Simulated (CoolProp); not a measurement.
Vapour-liquid equilibrium of propylene (1) + 1-butene (2) at 23.85 °C; x and y are mole fractions of (1).

The numbers come from the multi-fluid Helmholtz-energy mixture model, Lemmon 2013 and Lemmon 2005; pair parameters Bell 2016 in CoolProp.

```
x     bubble pressure (bar)  y at the bubble point  dew pressure at overall composition x (bar)  liquid density (mol/L)
----  ---------------------  ---------------------  -------------------------------------------  ----------------------
0.05                  3.248                  0.150                                        2.986                   10.59
0.15                  4.013                  0.370                                        3.247                   10.75
0.25                  4.791                  0.523                                        3.557                   10.92
0.35                  5.584                  0.636                                        3.931                   11.08
0.45                  6.392                  0.724                                        4.388                   11.25
0.55                  7.217                  0.794                                        4.962                   11.41
0.65                  8.062                  0.852                                        5.699                   11.57
0.75                  8.929                  0.902                                        6.677                   11.72
0.85                  9.821                  0.945                                        8.023                   11.87
0.95                  10.74                  0.982                                        9.945                   12.01
```

No azeotrope shows between x = 0.05 and 0.95.

The pair parameters rest on a limited set of measurements; away from them the model extrapolates.
